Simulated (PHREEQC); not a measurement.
Na2SO4 is added in steps, without added water, to 1 kg of water holding 56 mmol/kgw HCl, 2 mmol/kgw NaCl and 3.8 mmol/kgw KCl, at 25 °C. Oxygen is held at 0.21 atm. CO2 is held at log p = -1 (atm). Only these solids could form: Halite, Mirabilite, Nahcolite, Natron.

Base run: PHREEQC, ion-association model, wateq4f.dat. Each further column changes one thing. The table gives SO4-2 (mol/kgw).

| Na2SO4 added (mol) | base | all activity coefficients set to 1 | Davies equation for every ion | database phreeqc.dat | database pitzer.dat |
|---|---|---|---|---|---|
| 0 | 0 | 0 | 0 | 0 | 0 |
| 0.002325 | 0.000686 | 0.000368 | 0.000715 | 0.000687 | 0.000839 |
| 0.005425 | 0.00166 | 0.000889 | 0.00173 | 0.00166 | 0.00203 |
| 0.00775 | 0.00244 | 0.00130 | 0.00254 | 0.00244 | … |
| 0.01008 | 0.00326 | … | 0.00339 | 0.00326 | … |
| 0.01317 | 0.00440 | 0.00235 | 0.00457 | 0.00441 | 0.00539 |
| 0.0155 | 0.00531 | 0.00284 | 0.00551 | 0.00532 | 0.00650 |
| 0.01783 | 0.00625 | 0.00335 | 0.00647 | 0.00626 | 0.00765 |
| 0.02092 | 0.00756 | 0.00407 | 0.00782 | 0.00758 | 0.00927 |
| 0.02325 | 0.00858 | 0.00463 | 0.00886 | 0.00860 | 0.0105 |
| 0.02558 | 0.00963 | 0.00522 | 0.00993 | 0.00966 | 0.0118 |
| 0.02867 | 0.0111 | 0.00605 | 0.0114 | 0.0111 | 0.0137 |
| 0.031 | 0.0122 | 0.00669 | 0.0125 | 0.0123 | 0.0151 |

What belongs in the gaps?


- 0.00775, database pitzer.dat: 0.00298
- 0.01008, all activity coefficients set to 1: 0.00174
- 0.01008, database pitzer.dat: 0.00398

 pitzer.dat has no redox and few complexes: it carries them in its interaction parameters. phreeqc.dat and wateq4f.dat share most of their constants, so their agreement is no independent check. Solids allowed in the column 'database phreeqc.dat': Halite, Sylvite. Solids allowed in the column 'database pitzer.dat': Arcanite, Burkeite, Glaserite, Halite, Kalicinite, Mirabilite, Misenite, Nahcolite, Natron, Sylvite, Thenardite, Trona.
